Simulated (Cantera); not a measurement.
## Equilibrium for silicon epitaxy and polysilicon growth: SiCl₄ + H₂

A closed system holds: 1 mol SiCl₄, a varied amount of H₂, held at 1025 K and 950 Pa.

Cantera equilibrium calculation (NASA polynomials, part measured and part estimated; ideal gas, pure solids and liquids). Candidate condensed phases: Si; 19 gas species. The tables' values for SiCl₃ are old estimates; treat these amounts as uncertain. Rates play no part.

From 14 mol H₂ to 750 mol H₂ the condensed part is Si(s). The main Si-bearing gas is SiCl₄ at 14 mol H₂ and SiCl₂ at 750 mol H₂. The share of Si in condensed phases is highest at 750 mol H₂ (93.1 %) and lowest at 14 mol H₂ (7.3 %).

```csv
n(H₂) (mol),x H₂,x SiCl₄,x HCl,x SiHCl₃,x SiCl₂,n Si(s)
14,0.901,0.0462,0.0373,0.00960,0.00275,0.0729
23,0.931,0.0260,0.0328,0.00634,0.00207,0.123
38,0.951,0.0138,0.0283,0.00399,0.00151,0.197
62,0.965,0.00695,0.0240,0.00240,0.00107,0.296
100,0.974,0.00321,0.0199,0.00135,0.000726,0.422
170,0.982,0.00114,0.0154,0.000625,0.000433,0.589
280,0.988,0.000336,0.0114,0.000250,0.000235,0.745
460,0.992,7.39e-5,0.00782,8.05e-5,0.000110,0.864
750,0.995,1.31e-5,0.00508,2.20e-5,4.64e-5,0.931
```
x: gas mole fraction; n: condensed amount in mol.
